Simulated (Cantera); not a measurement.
## Carbon deposition, reforming and gasification: toluene + O2 + N2 + H2

Charge: 1 mol toluene, 0.0068 mol O2, 0.21 mol N2, 0.00037 mol H2, equilibrated at 72000 Torr.

Cantera equilibrium calculation (NASA polynomials, part measured and part estimated; ideal gas, pure solids and liquids). Candidate condensed phases: C, C6H6, C7H8, C8H18, H2O; 136 gas species. The ideal-gas law is rough above about 30 bar. Equilibrium is a limit: real reactors are often held back by kinetics, nucleation or transport.

| T (K) | log p H2 | log p CH4 | log p N2 | log p H2O | log p CO | n C(graphite) |
|---|---|---|---|---|---|---|
| 975 | 1.36 | 1.81 | 0.90 | -0.32 | -1.45 | 5.31 |
| 1075 | 1.54 | 1.73 | 0.87 | -0.41 | -1.05 | 5.49 |
| 1175 | 1.67 | 1.62 | 0.83 | -0.56 | -0.77 | 5.72 |
| 1275 | 1.76 | 1.49 | 0.80 | -0.78 | -0.61 | 5.96 |
| 1375 | 1.83 | 1.35 | 0.77 | -1.05 | -0.54 | 6.19 |
| 1475 | 1.87 | 1.20 | 0.74 | -1.32 | -0.50 | 6.39 |
| 1575 | 1.90 | 1.05 | 0.72 | -1.59 | -0.49 | 6.54 |
| 1675 | 1.92 | 0.91 | 0.71 | -1.83 | -0.49 | 6.65 |
| 1775 | 1.93 | 0.78 | 0.70 | -2.06 | -0.50 | 6.73 |
| 1875 | 1.93 | 0.65 | 0.69 | -2.26 | -0.50 | 6.78 |
| 1975 | 1.94 | 0.54 | 0.68 | -2.45 | -0.50 | 6.82 |
log p: log10 of the partial pressure in bar; n: condensed amount in mol.

From 975 K to 1975 K the condensed part is C(graphite). The main C-bearing gas is CH4 throughout. The share of C in condensed phases is highest at 1975 K (97.4 %) and lowest at 975 K (75.8 %).
